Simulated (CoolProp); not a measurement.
Vapour pressure (kPa) of c-C4F8 (RC318): the reference equation beside estimates from Tc = 388.4 K, pc = 2778 kPa, ω = 0.355.

Model: reference Helmholtz-energy equation of state, Platzer 1990, in CoolProp. This equation is an older, rougher fit; its heat capacities, sound speeds and derivatives of the liquid may be far off and weren't checked against measurements.

```
T (K)  reference  van der Waals  Soave-Redlich-Kwong
-----  ---------  -------------  -------------------
290.1      239.6          769.3                240.0
293.2      266.0          809.9                266.5
296.2      293.5          850.4                294.3
299.3      324.2          893.7                325.3
302.3      356.1          936.9                357.5
305.4      391.5          982.9                393.4
308.4      428.3           1029                430.6
311.5      469.0           1078                471.8
314.5      511.0           1126                514.4
317.6      557.4           1178                561.5
320.6      605.2           1229                610.0
323.7      657.7           1284                663.4
```

Absolute difference from the reference over all 12 rows, mean and median: van der Waals 150.4 and 145.7 %, Soave-Redlich-Kwong 0.5 and 0.5 %.
